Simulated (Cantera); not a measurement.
A perfectly stirred reactor is fed with H2 : O2 : N2 : NO = 1 : 0.5 : 1.88 : 0.01 (molar parts), at 5.00 bar; it is adiabatic with a 500 K inlet, and is followed from long to short residence time, starting on the burning branch (τ in s: 0.16, 0.065, 0.027, 0.011, 0.0045, 0.0018, 0.00075, 0.00031, 0.00013, 5.2e-05).

Cantera simulation using GRI-Mech 3.0 (53 species, 325 reactions); the numbers are that mechanism's predictions, not measurements. The hydrogen kinetics of GRI-Mech 3.0 are dated; newer H2 mechanisms differ, most at raised pressure. The mechanism lacks 2 NO + O2 → 2 NO2 and HONO, so NO2 and the effect of NO are under-described below about 1400 K.

x: mole fraction; the columns are a selection and need not sum to one.

```json
[
 {"τ (s)": "0.16", "T (K)": "2542", "x H2": "0.0145", "x O2": "0.00533", "x NO": "0.00356", "x N2": "0.643", "x H2O": "0.323", "x N2O": "4.00e-7", "x HO2": "2.72e-6"},
 {"τ (s)": "0.065", "T (K)": "2541", "x H2": "0.0146", "x O2": "0.00535", "x NO": "0.00356", "x N2": "0.643", "x H2O": "0.323", "x N2O": "4.00e-7", "x HO2": "2.74e-6"},
 {"τ (s)": "0.027", "T (K)": "2540", "x H2": "0.0147", "x O2": "0.00540", "x NO": "0.00355", "x N2": "0.643", "x H2O": "0.323", "x N2O": "4.00e-7", "x HO2": "2.78e-6"},
 {"τ (s)": "0.011", "T (K)": "2537", "x H2": "0.0149", "x O2": "0.00552", "x NO": "0.00353", "x N2": "0.643", "x H2O": "0.322", "x N2O": "4.00e-7", "x HO2": "2.87e-6"},
 {"τ (s)": "0.0045", "T (K)": "2531", "x H2": "0.0156", "x O2": "0.00579", "x NO": "0.00350", "x N2": "0.643", "x H2O": "0.321", "x N2O": "4.00e-7", "x HO2": "3.08e-6"},
 {"τ (s)": "0.0018", "T (K)": "2518", "x H2": "___", "x O2": "___", "x NO": "0.00347", "x N2": "0.642", "x H2O": "0.319", "x N2O": "3.99e-7", "x HO2": "___"},
 {"τ (s)": "0.00075", "T (K)": "2493", "x H2": "0.0193", "x O2": "0.00742", "x NO": "0.00343", "x N2": "0.641", "x H2O": "0.315", "x N2O": "3.94e-7", "x HO2": "4.63e-6"},
 {"τ (s)": "0.00031", "T (K)": "2450", "x H2": "___", "x O2": "___", "x NO": "0.00340", "x N2": "0.639", "x H2O": "0.309", "x N2O": "3.84e-7", "x HO2": "___"},
 {"τ (s)": "0.00013", "T (K)": "2384", "x H2": "0.0283", "x O2": "0.0115", "x NO": "0.00338", "x N2": "0.635", "x H2O": "0.300", "x N2O": "3.68e-7", "x HO2": "1.08e-5"},
 {"τ (s)": "5.2e-5", "T (K)": "2287", "x H2": "0.0351", "x O2": "0.0149", "x NO": "0.00335", "x N2": "0.630", "x H2O": "0.287", "x N2O": "3.53e-7", "x HO2": "1.86e-5"}
]
```

Q: What belongs in the gaps?

A: 
- 0.0018, x H2: 0.0169
- 0.0018, x O2: 0.00638
- 0.0018, x HO2: 3.59e-6
- 0.00031, x H2: 0.0231
- 0.00031, x O2: 0.00912
- 0.00031, x HO2: 6.75e-6
